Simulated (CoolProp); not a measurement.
Toluene along the isotherm 471.4 K: Z from the reference equation and from simpler models built on Tc = 591.7 K, pc = 4126 kPa, ω = 0.266; each cubic takes its own stable root.

Model: reference Helmholtz-energy equation of state, Lemmon 2006, in CoolProp. It is a short technical equation, of lower accuracy than the large ones.

```json
[
 {"p (kPa)": "1470", "phase": "liquid", "reference": "0.05074", "van der Waals": "0.7710", "Redlich-Kwong": "0.06071", "Soave-Redlich-Kwong": "0.05773"},
 {"p (kPa)": "2210", "phase": "liquid", "reference": "0.07602", "van der Waals": "0.1281", "Redlich-Kwong": "0.09045", "Soave-Redlich-Kwong": "0.08624"},
 {"p (kPa)": "2950", "phase": "liquid", "reference": "0.1011", "van der Waals": "0.1686", "Redlich-Kwong": "0.1197", "Soave-Redlich-Kwong": "0.1144"},
 {"p (kPa)": "3680", "phase": "liquid", "reference": "0.1258", "van der Waals": "0.2079", "Redlich-Kwong": "0.1482", "Soave-Redlich-Kwong": "0.1420"},
 {"p (kPa)": "4420", "phase": "liquid", "reference": "0.1506", "van der Waals": "0.2470", "Redlich-Kwong": "0.1768", "Soave-Redlich-Kwong": "0.1696"},
 {"p (kPa)": "5160", "phase": "liquid", "reference": "0.1753", "van der Waals": "0.2855", "Redlich-Kwong": "0.2049", "Soave-Redlich-Kwong": "0.1970"},
 {"p (kPa)": "5890", "phase": "liquid", "reference": "0.1995", "van der Waals": "0.3231", "Redlich-Kwong": "0.2324", "Soave-Redlich-Kwong": "0.2237"},
 {"p (kPa)": "6630", "phase": "liquid", "reference": "0.2240", "van der Waals": "0.3607", "Redlich-Kwong": "0.2600", "Soave-Redlich-Kwong": "0.2506"},
 {"p (kPa)": "7370", "phase": "liquid", "reference": "0.2483", "van der Waals": "0.3979", "Redlich-Kwong": "0.2874", "Soave-Redlich-Kwong": "0.2774"},
 {"p (kPa)": "8110", "phase": "liquid", "reference": "0.2725", "van der Waals": "0.4348", "Redlich-Kwong": "0.3145", "Soave-Redlich-Kwong": "0.3039"},
 {"p (kPa)": "8840", "phase": "liquid", "reference": "0.2963", "van der Waals": "0.4709", "Redlich-Kwong": "0.3410", "Soave-Redlich-Kwong": "0.3299"},
 {"p (kPa)": "9580", "phase": "liquid", "reference": "0.3203", "van der Waals": "0.5071", "Redlich-Kwong": "0.3676", "Soave-Redlich-Kwong": "0.3561"},
 {"p (kPa)": "10300", "phase": "liquid", "reference": "0.3436", "van der Waals": "0.5422", "Redlich-Kwong": "0.3934", "Soave-Redlich-Kwong": "0.3814"}
]
```

At some of these states van der Waals gives the other phase, because its saturation line lies elsewhere.
